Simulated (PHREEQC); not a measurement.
Dissolve 0.031 mol/kgw NH3 and 0.037 mol/kgw NaAlO2 at 25 °C. Closed to the air; pH follows from the charge balance.

Equilibrium calculation in PHREEQC: ion-association model, wateq4f.dat.

Each row changes one thing in this solution. Precipitation was switched off in this run.

```tsv
case	pH	ionic strength (mol/kgw)
as made	10.86	0.0379
NaAlO2 replaced by Na2SeO3 at the same molality	10.87	0.112
NH3 from 0.031 to 0.31 mol/kgw	11.37	0.0398
0.039 mol/kgw CsOH added	12.48	0.0760
diluted 5-fold with water	10.51	0.00775
NH3 left out	9.07	0.0370
NaAlO2 from 0.037 to 0.185 mol/kgw	10.85	0.186
diluted 10-fold with water	10.35	0.00394
```

Some of these states are supersaturated (in Boehmite (slow to form), Gibbsite (slow to form), Al(OH)3(a), for instance).
